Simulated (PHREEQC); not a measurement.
Make-up at 20 °C: 110 mmol/kgw NaHSO4. Closed to the air; pH follows from the charge balance.

The numbers come from PHREEQC with the ion-association model, phreeqc.dat.

No solid was allowed to form.

Question: Order these S species by the share of S that they hold, largest first: NaSO4-, HSO4-, SO4-2.

Answer: HSO4- (55 %), SO4-2 (39 %), NaSO4- (5.9 %)

The pH is 1.40 and the ionic strength 0.197 mol/kgw. Complexes and solids missing from the database can't appear.
